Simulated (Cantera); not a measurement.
Carbothermic reduction: Cu₂O + C + CO

Feed: 1 mol Cu₂O, 0.97 mol C, 0.029 mol CO, held at 1.30 bar.

Equilibrium computed with Cantera from the NASA thermochemical tables; the gas is ideal and each condensed phase is pure. Candidate condensed phases: C, Cu, CuO, Cu₂O; 15 gas species. Equilibrium is a limit: real reactors are often held back by kinetics, nucleation or transport.

| T (K) | x CO | x CO₂ | x Cu | x Cu₂ | x O | n C(graphite) | n Cu(s) | n Cu(l) |
|---|---|---|---|---|---|---|---|---|
| 850 | 0.172 | 0.828 | <1e-12 | <1e-12 | <1e-12 | 0.436 | 2.00 | 0 |
| 1050 | 0.815 | 0.185 | 8.09e-11 | <1e-12 | <1e-12 | 0.130 | 2.00 | 0 |
| 1250 | 0.970 | 0.0300 | 3.57e-8 | 1.76e-12 | <1e-12 | 0 | 2.00 | 0 |
| 1450 | 0.970 | 0.0300 | 2.65e-6 | 7.41e-10 | <1e-12 | 0 | 0 | 2.00 |
| 1650 | 0.970 | 0.0300 | 6.25e-5 | 5.86e-8 | 2.33e-11 | 0 | 0 | 2.00 |
| 1850 | 0.969 | 0.0300 | 0.000731 | 1.73e-6 | 1.56e-9 | 0 | 0 | 2.00 |
| 2050 | 0.965 | 0.0299 | 0.00521 | 2.54e-5 | 4.61e-8 | 0 | 0 | 1.99 |
x: gas mole fraction; n: condensed amount in mol.

From 850 K to 1050 K the condensed part is C(graphite) + Cu(s). At 1250 K the condensed part is Cu(s). From 1450 K to 2050 K the condensed part is Cu(l).
